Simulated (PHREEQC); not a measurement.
Model water analysis in mg/kgw, 25 °C, pH 7.59, pe -0.9:

```tsv
constituent	mg/kgw
Na	0.331
K	4.13
Ca	2.42
Mg	4.94
Cl	9.68
S(6) as SO4	2.6
Alkalinity as HCO3	20
Sr	0.0275
```

Valence states are taken as typed.

All values are PHREEQC results (ion-association model, phreeqc.dat), not measurements.

No solid was allowed to form.

Q: What charge-balance error does the model give?

A: charge-balance error -0.6 %.

Q: In which forms is C present?

A: HCO3- 94 %, CO2 5.3 % of the C.

Species that the database lacks are ignored.
